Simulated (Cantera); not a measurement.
Cantera run, input and output.

```python
import numpy as np
import cantera as ct

surf = ct.Interface("ptcombust.yaml", "Pt_surf")
gas = surf.adjacent["gas"]
gas.TPX = 525, 200000, {'H2': 0.0027, 'O2': 0.072, 'N2': 0.79}
surf.TP = 525, 200000
reactor = ct.FlowReactor(gas, clone=False)
reactor.area = 0.0001  # m2
reactor.surface_area_to_volume_ratio = 5200  # 1/m
reactor.mass_flow_rate = 0.46 * reactor.area * gas.density  # inlet velocity 0.46 m/s
reactor.energy_enabled = False
wall = ct.ReactorSurface(surf, reactor, clone=False)
net = ct.ReactorNet([reactor])
net.rtol, net.atol = 1e-8, 1e-16
show, cover = ['H2', 'O2', 'H2O'], ['PT(S)', 'H(S)', 'O(S)', 'OH(S)', 'CO(S)', 'C(S)']

rows = []
print(f"{'z/m':>9s}{'u/(m/s)':>9s}" + "".join(f"{s:>13s}" for s in show + cover))
for z in [7.1e-05, 0.00015, 0.00033, 0.00071, 0.0015, 0.0033, 0.0071]:
    net.advance(z)
    rows.append([reactor.speed, *gas[show].X, *surf[cover].coverages])
    print(f"{z:9.4g}{rows[-1][0]:9.3g}" + "".join(f"{x:13.4e}" for x in rows[-1][1:]))
```

It prints:

```
      z/m  u/(m/s)           H2           O2          H2O        PT(S)         H(S)         O(S)        OH(S)        CO(S)         C(S)
  7.1e-05     0.46   1.3786e-03   8.2465e-02   1.7466e-03   2.5273e-02   4.7824e-09   9.6490e-01   9.8176e-03  -2.2447e-26  -2.4347e-32
  0.00015    0.459   8.4824e-04   8.2222e-02   2.2778e-03   1.5596e-02   1.8086e-09   9.7607e-01   8.3241e-03  -1.9692e-25  -4.9197e-29
  0.00033    0.459   4.5136e-04   8.2040e-02   2.6753e-03   8.3178e-03   5.1460e-10   9.8527e-01   6.4027e-03  -2.7676e-25  -1.2622e-29
  0.00071    0.459   2.2684e-04   8.1937e-02   2.9002e-03   4.1863e-03   1.3161e-10   9.9114e-01   4.6708e-03   3.5858e-23   2.2921e-27
   0.0015    0.459   1.1143e-04   8.1884e-02   3.0157e-03   2.0594e-03   3.2453e-11   9.9462e-01   3.3226e-03   4.7295e-26  -1.7434e-30
   0.0033    0.459   5.1538e-05   8.1856e-02   3.0757e-03   9.5632e-04   7.2079e-12   9.9676e-01   2.2810e-03  -1.5337e-26  -1.0951e-30
   0.0071    0.459   2.4017e-05   8.1843e-02   3.1033e-03   4.5329e-04   1.6724e-12   9.9797e-01   1.5758e-03  -3.0482e-27  -1.9472e-31
```

Computed with Cantera and Deutschmann's 1995 Pt surface mechanism with GRI-Mech 3.0 gas chemistry. Catalytic surfaces can have several steady states; this one follows from the mechanism file's or the stated starting coverage. Mass transfer to the wall is taken as infinitely fast.
